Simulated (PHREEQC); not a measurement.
A solution holds 0.11 mol ZnSO4, 3.5e-05 mol CuCl2, 0.00021 mol HCl and 0.0051 mol Na2SO4 per kg of water, at 20 °C. Closed to the air; pH follows from the charge balance.

All values are PHREEQC results (ion-association model, wateq4f.dat), not measurements.

Each row changes one thing in this solution. This is a speciation only: nothing precipitates in the calculation.

```csv
case,pH,ionic strength (mol/kgw),SO4-2 (mol/kgw),Na+ (mol/kgw),NaSO4- (mol/kgw),Cl- (mol/kgw),SI of Chalcanthite (CuSO4:5H2O),SI of Tenorite (CuO)
as made,4.11,0.224,0.0421,0.00964,0.000557,0.000270,-4.46,-4.78
HCl replaced by KCl at the same molality,5.60,0.224,0.0422,0.00964,0.000557,0.000270,-4.46,-1.80
diluted 5-fold with water,4.63,0.0550,0.0130,0.00198,5.64e-5,(withheld),-5.24,-4.22
ZnSO4 replaced by CuSO4 at the same molality,4.16,0.237,0.0599,0.00944,0.000761,0.000270,-0.89,-1.24
ZnSO4 from 0.11 to 0.022 mol/kgw,3.96,(withheld),0.0158,0.00987,0.000325,0.000277,-4.51,-4.89
HCl replaced by FeCl3 at the same molality,4.08,0.225,0.0421,0.00964,0.000556,0.000676,-4.46,(withheld)
HCl left out,5.60,0.224,0.0421,0.00964,0.000557,6.76e-5,-4.46,-1.80
```

Question: What belongs in the gaps?

Answer: 
- diluted 5-fold with water, Cl- (mol/kgw): 5.53e-5
- ZnSO4 from 0.11 to 0.022 mol/kgw, ionic strength (mol/kgw): 0.0640
- HCl replaced by FeCl3 at the same molality, SI of Tenorite (CuO): -4.84

Species that the database lacks are ignored. Some of these states are supersaturated (in Antlerite, Brochantite, Jarosite-Na, for instance).
